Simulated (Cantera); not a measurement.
# Hydrocarbon pyrolysis for carbon deposition

An isothermal, constant-pressure homogeneous reactor starts with 28.6 % C₂H₆, 71.4 % N₂, at 1423 K and 0.0385 atm.

Computed with Cantera and GRI-Mech 3.0 (53 species, 325 reactions). GRI-Mech 3.0 stops at C3 and has no aromatics, soot or wall deposition, so with more carbon than oxygen in the feed, carbon stays in small species such as C2H2 where larger ones or solid carbon would form. Radical loss at walls, strong at low pressure, is not modelled.

```
t (s)       x C₂H₆     x CH₄    x C₂H₄      x H₂     x CH₃
--------  --------  --------  --------  --------  --------
3.00e-6      0.286   4.23e-7   1.66e-8   2.45e-8   6.38e-5
7.44e-6      0.286   2.58e-6   2.33e-7   2.10e-7  0.000157
1.85e-5      0.285   1.56e-5   3.36e-6   2.98e-6  0.000379
4.58e-5      0.285   9.19e-5   4.89e-5   4.64e-5  0.000879
0.000114     0.283  0.000507  0.000670  0.000646   0.00185
0.000282     0.272   0.00254   0.00642   0.00592   0.00358
0.000698     0.233    0.0112    0.0306    0.0273   0.00533
0.00173      0.151    0.0342    0.0799    0.0737   0.00477
0.00430     0.0520    0.0697     0.126     0.134   0.00290
0.0107     0.00609    0.0865     0.117     0.182  0.000933
0.0264    0.000555    0.0856    0.0892     0.209  0.000283
0.0655     6.39e-5    0.0840    0.0672     0.225  0.000103
0.163      1.45e-5    0.0824    0.0478     0.240   5.43e-5
0.403      1.04e-5    0.0804    0.0249     0.256   5.01e-5
1.00       1.02e-5    0.0783   0.00523     0.271   5.42e-5
```
x: mole fraction; the columns are a selection and need not sum to one.

Equilibrium at this temperature and pressure: C₂H₆ 2.49e-7, CH₄ 0.00600, C₂H₄ 0.00112, H₂ 0.356, CH₃ 6.83e-6 (gas phase only).
